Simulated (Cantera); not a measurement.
A perfectly stirred reactor is fed with 15.0 % H₂, 17.8 % O₂, 67.0 % N₂, 0.209 % NO, at 0.970 bar; it is adiabatic with a 650 K inlet, and is followed from long to short residence time, starting on the burning branch (τ in s: 0.081, 0.039, 0.018, 0.0087, 0.0041, 0.0019, 0.00092, 0.00044, 0.00021, 9.8e-05, 4.6e-05, 2.2e-05).

Model: GRI-Mech 3.0 (53 species, 325 reactions), integrated in Cantera. The mechanism lacks 2 NO + O2 → 2 NO2 and HONO, so NO2 and the effect of NO are under-described below about 1400 K.

Q: Predict: blow-out, bracketed by the residence times tried; x(H₂) at τ = 81.0 ms; x(O₂) at τ = 81.0 ms; x(NO) at τ = 81.0 ms; x(H₂O₂) at τ = 81.0 ms; x(H₂O) at τ = 81.0 ms; x(H₂) at τ = 0.920 ms; x(O₂) at τ = 0.920 ms; x(NO) at τ = 0.920 ms; x(H₂O₂) at τ = 0.920 ms; x(H₂O) at τ = 0.920 ms.

A: 
```
Property                                                                          Result
------------------------------------------------  --------------------------------------
blow-out, bracketed by the residence times tried  burning at 22.0 µs, the shortest tried
x(H₂) at τ = 81.0 ms                                                            0.000153
x(O₂) at τ = 81.0 ms                                                               0.111
x(NO) at τ = 81.0 ms                                                             0.00226
x(H₂O₂) at τ = 81.0 ms                                                           1.12e-7
x(H₂O) at τ = 81.0 ms                                                              0.161
x(H₂) at τ = 0.920 ms                                                            0.00280
x(O₂) at τ = 0.920 ms                                                              0.110
x(NO) at τ = 0.920 ms                                                            0.00225
x(H₂O₂) at τ = 0.920 ms                                                          7.29e-7
x(H₂O) at τ = 0.920 ms                                                             0.154
```
